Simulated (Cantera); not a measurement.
Cantera run, input and output.

```python
import numpy as np
import cantera as ct

gas = ct.Solution("gri30.yaml")
gas.TPX = 1448, 5600, {'C2H6': 1, 'N2': 1.2}
inlet = ct.Reservoir(gas, clone=True)

reactor = ct.IdealGasConstPressureReactor(gas, energy="off", clone=False)
exhaust = ct.Reservoir(gas, clone=True)
tau = [5.5, 2.2, 0.92, 0.38, 0.16, 0.065, 0.027, 0.011, 0.0045, 0.0019, 0.00076][0]
for a, b in ((inlet, reactor), (reactor, exhaust)):
    ct.MassFlowController(a, b, mdot=lambda t: reactor.mass / tau)
net = ct.ReactorNet([reactor])
show = ['C2H6', 'CH2', 'HCN', 'C2H', 'C2H4', 'H2']

rows = []
print(f"{'tau/s':>10s}{'T/K':>9s}" + "".join(f"{s:>11s}" for s in show))
for tau in [5.5, 2.2, 0.92, 0.38, 0.16, 0.065, 0.027, 0.011, 0.0045, 0.0019, 0.00076]:
    net.initial_time = 0.0
    net.advance(30 * tau)
    before = gas.X
    net.advance(40 * tau)
    drift = np.max(np.abs(gas.X - before) / (gas.X + 1e-9))
    rows.append([gas.T, *gas[show].X, drift])
    print(f"{tau:10.3e}{gas.T:9.1f}" + "".join(f"{x:11.3e}" for x in gas[show].X))
```

Result:

```
     tau/s      T/K       C2H6        CH2        HCN        C2H       C2H4         H2
 5.500e+00   1448.0  1.890e-04  1.821e-08  2.299e-08  4.449e-08  4.196e-03  4.166e-01
 2.200e+00   1448.0  3.950e-04  3.231e-08  2.118e-08  5.465e-08  5.823e-03  4.060e-01
 9.200e-01   1448.0  8.069e-04  5.510e-08  1.898e-08  6.539e-08  8.918e-03  3.928e-01
 3.800e-01   1448.0  1.689e-03  9.333e-08  1.642e-08  7.685e-08  1.499e-02  3.753e-01
 1.600e-01   1448.0  3.532e-03  1.546e-07  1.390e-08  8.756e-08  2.600e-02  3.532e-01
 6.500e-02   1448.0  7.753e-03  2.602e-07  1.156e-08  9.575e-08  4.583e-02  3.235e-01
 2.700e-02   1448.0  1.701e-02  4.335e-07  9.678e-09  9.653e-08  7.520e-02  2.868e-01
 1.100e-02   1448.0  3.832e-02  7.258e-07  8.084e-09  8.482e-08  1.110e-01  2.427e-01
 4.500e-03   1448.0  8.373e-02  1.154e-06  6.618e-09  6.054e-08  1.368e-01  1.950e-01
 1.900e-03   1448.0  1.619e-01  1.620e-06  5.299e-09  3.471e-08  1.322e-01  1.455e-01
 7.600e-04   1448.0  2.712e-01  1.941e-06  4.092e-09  1.526e-08  9.306e-02  8.944e-02
```

Cantera simulation using GRI-Mech 3.0 (53 species, 325 reactions); the numbers are that mechanism's predictions, not measurements. GRI-Mech 3.0 stops at C3 and has no aromatics, soot or wall deposition, so with more carbon than oxygen in the feed, carbon stays in small species such as C2H2 where larger ones or solid carbon would form.
